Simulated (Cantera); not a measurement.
# Equilibrium for carbon deposition, reforming and gasification: n-butane + O2 + N2 + H2

A closed system holds: 1 mol n-butane, 1.9 mol O2, 0.19 mol N2, 59 mol H2, held at 2925 K and 4.90 bar.

Cantera equilibrium calculation (NASA polynomials, part measured and part estimated; ideal gas, pure solids and liquids). Candidate condensed phases: C, C6H6, C7H8, C8H18, H2O; 136 gas species. Kinetics and transport are ignored.

* **x(H2)**: 0.888
* **x(CO)**: 0.0544
* **x(H)**: 0.0531
* **x(N2)**: 0.00212
* **x(HCN)**: 0.00101
* **x(C2H2 (acetylene))**: 0.000784
* **x(HNC)**: 0.000180
* **x(CH4)**: 4.36e-5
* **x(CH3)**: 4.21e-5
* **gas amount**: 69.84 mol
* **log10 activity of C(graphite) (absent)**: -0.88
